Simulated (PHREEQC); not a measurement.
Acid mine or pickling water

A made-up water analysis in mg/L, 25 °C, pH 4.04, pe 9.7:

| constituent | mg/L |
|---|---|
| Na | 8.17 |
| K | 34.6 |
| Ca | 26.2 |
| Mg | 65.1 |
| Cl | 105 |
| S(6) as SO4 | 243 |
| O(0) (dissolved oxygen) | 0.0273 |
| Pb | 0.849 |
| Cd | 0.263 |

Valence states are taken as typed.

All values are PHREEQC results (ion-association model, wateq4f.dat), not measurements.

No solid was allowed to form.

Question: Predict the ionic strength.

Answer: ionic strength 0.0117 mol/kgw.

Question: In which forms is Cd present?

Answer: Cd+2 70 %, CdSO4 17 %, CdCl+ 13 % of the Cd.
